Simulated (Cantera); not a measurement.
**Thermodynamics of roasting and sulfation, feed FeS + SO3 + H2O + H2S**

Charge: 1 mol FeS, a varied amount of SO3, 0.17 mol H2O, 0.095 mol H2S, at 425 °C and 1 atm.

These are equilibrium values from Cantera (NASA tables, ideal gas, pure condensed phases), not measurements of a reactor. Candidate condensed phases: Fe, FeO, Fe(OH)2, Fe(OH)3, FeS, FeSO4, FeS2, Fe2O3, Fe2(SO4)3, Fe3O4, H2O, H2SO4, S; 22 gas species. The numbers say what is thermodynamically allowed, not how fast it happens.

```tsv
n(SO3) (mol)	x SO2	x H2O	x H2S	x S2	x S2O	n FeS2(s)	n Fe3O4(s)	n Fe2O3(s)
0.26	0.265	0.734	0.00109	4.54e-5	2.05e-5	0.629	0.124	0
0.36	0.468	0.531	0.000738	6.03e-5	3.37e-5	0.611	0.130	0
0.46	0.566	0.433	0.000591	6.69e-5	4.00e-5	0.604	0	0.198
0.57	0.652	0.348	0.000469	7.22e-5	4.55e-5	0.584	0	0.208
0.67	0.705	0.295	0.000395	7.54e-5	4.88e-5	0.566	0	0.217
0.77	0.744	0.256	0.000341	7.76e-5	5.13e-5	0.548	0	0.226
0.87	0.773	0.226	0.000300	7.93e-5	5.31e-5	0.530	0	0.235
0.97	0.797	0.203	0.000268	8.06e-5	5.46e-5	0.512	0	0.244
1.1	0.821	0.178	0.000235	8.19e-5	5.61e-5	0.488	0	0.256
1.2	0.836	0.163	0.000215	8.27e-5	5.70e-5	0.470	0	0.265
1.3	0.849	0.151	0.000198	8.34e-5	5.78e-5	0.451	0	0.274
1.4	0.860	0.140	0.000184	8.40e-5	5.85e-5	0.433	0	0.283
```
x: gas mole fraction; n: condensed amount in mol.

From 0.26 mol SO3 to 0.36 mol SO3 the condensed part is FeS2(s) + Fe3O4(s). From 0.46 mol SO3 to 1.4 mol SO3 the condensed part is FeS2(s) + Fe2O3(s).
